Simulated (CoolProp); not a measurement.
Normal hydrogen along the isotherm 31.4 K: fugacity coefficient from the reference equation and from simpler models built on Tc = 33.1 K, pc = 1296 kPa, ω = -0.219; each cubic takes its own stable root.

The numbers come from the reference Helmholtz-energy equation of state, Leachman 2009 in CoolProp.

| p (kPa) | phase | reference |
|---|---|---|
| 6.15 | gas | 0.9982 |
| 9.03 | gas | 0.9974 |
| 13.2 | gas | 0.9962 |
| 19.4 | gas | 0.9944 |
| 28.5 | gas | 0.9918 |
| 41.9 | gas | 0.9880 |
| 61.5 | gas | 0.9823 |
| 90.3 | gas | 0.9741 |
| 132 | gas | 0.9622 |
| 194 | gas | 0.9445 |
| 285 | gas | 0.9187 |
| 419 | gas | 0.8808 |
| 615 | gas | 0.8254 |
| 903 | gas | 0.7420 |
| 1320 | liquid | 0.5660 |
| 1940 | liquid | 0.4200 |

Task: How far does each simpler model (van der Waals, Redlich-Kwong, Soave-Redlich-Kwong, Peng-Robinson) lie from the reference over these 16 states: mean and median of the absolute difference, and the worst?

Result: 
- van der Waals: mean 1.5 %, median 0.3 %, worst +9.0 % at 31.4 K and 1940 kPa
- Redlich-Kwong: mean 0.8 %, median 0.2 %, worst -4.0 % at 31.4 K and 1940 kPa
- Soave-Redlich-Kwong: mean 0.2 %, median 0.1 %, worst -0.8 % at 31.4 K and 903 kPa
- Peng-Robinson: mean 1.1 %, median 0.5 %, worst -3.8 % at 31.4 K and 1940 kPa
